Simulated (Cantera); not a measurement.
A freely propagating, adiabatic, planar premixed flame of H2 : O2 : N2 = 1 : 0.51 : 1.92 (molar parts), equivalence ratio 0.98, unburnt at 600 K and 0.133 bar; mixture-averaged transport, grid criteria slope 0.08 and curve 0.16, no radiation.

Model: the H2/O2 subset of GRI-Mech 3.0, which has no nitrogen chemistry, integrated in Cantera. Burning velocities carry a grid error of a few per cent, more on coarse grids.

**Question.** What does this change do: O2 0.51 to 0.4 parts?

**Answer.** 
```
quantity                    before     after
------------------------  --------  --------
laminar burning velocity  589 cm/s  552 cm/s
thermal thickness          6.54 mm   7.08 mm
peak x(O)                   0.0164   0.00966
peak x(OH)                  0.0194    0.0117
peak x(HO2)                5.06e-5   4.18e-5
```

**Question.** What does this change do: inlet temperature 600 to 500 K?

**Answer.** 
```json
[
 {"quantity": "laminar burning velocity", "before": "589 cm/s", "after": "427 cm/s"},
 {"quantity": "thermal thickness", "before": "6.54 mm", "after": "6.13 mm"},
 {"quantity": "peak x(O)", "before": "0.0164", "after": "0.0149"},
 {"quantity": "peak x(OH)", "before": "0.0194", "after": "0.0178"},
 {"quantity": "peak x(HO2)", "before": "5.06e-5", "after": "7.60e-5"}
]
```
